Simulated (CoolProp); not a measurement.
Model: reference Helmholtz-energy equation of state, Wagner 2002, in CoolProp.

### Question
Give the vapour pressure (MPa), liquid density (kg/m³), liquid conductivity (mW/(m K)) of saturated water at 69.75, 177.65 °C.

### Answer
```tsv
T (°C)	p (MPa)	liquid density (kg/m³)	liquid conductivity (mW/(m K))
69.75	0.0309	978	660
177.65	0.950	889	672
```

Thermal conductivity comes from a separate model (Huber 2012).
